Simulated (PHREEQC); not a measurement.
Solution (25 °C and 100 atm): 0.15 mol/kgw NaHCO3, 0.015 mol/kgw Na2CO3 and 0.066 mol/kgw KCl. Closed to the air; pH follows from the charge balance.

Computed with PHREEQC (ion-association model, phreeqc.dat).

```yaml
pH: 8.64
ionic_strength: 0.239 mol/kgw
activity_of_water: 0.992
specific_conductance: 19800 µS/cm
density: 1.015 g/cm³
total_alkalinity: 180 meq/kg
```

```csv
species,molality,activity,log γ
Na+,0.165,0.122,-0.130
HCO3-,0.142,0.104,-0.133
Cl-,0.0660,0.0464,-0.153
K+,0.0660,0.0461,-0.155
CO3-2,0.00819,0.00241,-0.532
NaHCO3,0.00747,0.00789,0.024
NaCO3-,0.00726,0.00538,-0.130
```

No solid was allowed to form. Complexes and solids missing from the database can't appear. Under pressure, the constants of complexes without a molar volume in the database are unreliable.
